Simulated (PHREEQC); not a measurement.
**Nickel, zinc or cadmium bath (model solution)**

A solution holds 0.016 mol/kgw ZnSO4, 7.3e-05 mol/kgw NaCl and 0.024 mol/kgw MnSO4, at 25 °C. Closed to the air; pH follows from the charge balance.

Model: ion-association model, wateq4f.dat, run in PHREEQC.

```json
{
 "pH": "5.83",
 "ionic_strength": "0.0932 mol/kgw"
}
```

```tsv
species	molality	activity	log γ
SO4-2	0.0221	0.00842	-0.419
Mn+2	0.0150	0.00613	-0.389
MnSO4	0.00899	0.00918	0.009
Zn+2	0.00827	0.00338	-0.389
ZnSO4	0.00653	0.00667	0.009
Zn(SO4)2-2	0.00120	0.000456	-0.420
Cl-	7.06e-5	5.43e-5	-0.114
Na+	7.01e-5	5.51e-5	-0.104
ZnOH+	3.17e-6	2.49e-6	-0.105
NaSO4-	2.94e-6	2.33e-6	-0.101
H+	1.79e-6	1.49e-6	-0.082
MnCl+	1.72e-6	1.36e-6	-0.104
```

This is a speciation only: nothing precipitates in the calculation.
